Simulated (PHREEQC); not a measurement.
Solution (85 °C): 180 mmol/kgw FeSO4 and 30 mmol/kgw Fe2(SO4)3. Closed to the air; pH follows from the charge balance.

Model: ion-association model, phreeqc.dat, run in PHREEQC.

The pH is 2.74. The ionic strength is 0.414 mol/kgw, the activity of water is 0.994 and the total alkalinity is -120 meq/kg.

```csv
species,molality,activity,log γ
FeSO4,0.107,0.118,0.041
SO4-2,0.0912,0.0171,-0.728
Fe+2,0.0688,0.0156,-0.644
FeSO4+,0.0252,0.0167,-0.178
HSO4-,0.0203,0.0143,-0.155
Fe(SO4)2-,0.0108,0.00758,-0.155
FeOH+2,0.0102,0.00198,-0.711
Fe2(OH)2+4,0.00397,1.34e-5,-2.472
FeHSO4+,0.00382,0.00268,-0.155
```

This is a speciation only: nothing precipitates in the calculation. Saturation is exceeded, for instance for Hematite (slow to form), Goethite (slow to form); the values hold only as long as no solid forms. Complexes and solids missing from the database can't appear. At this temperature some constants are extrapolated from 25 °C, and those without enthalpy data are left unchanged.
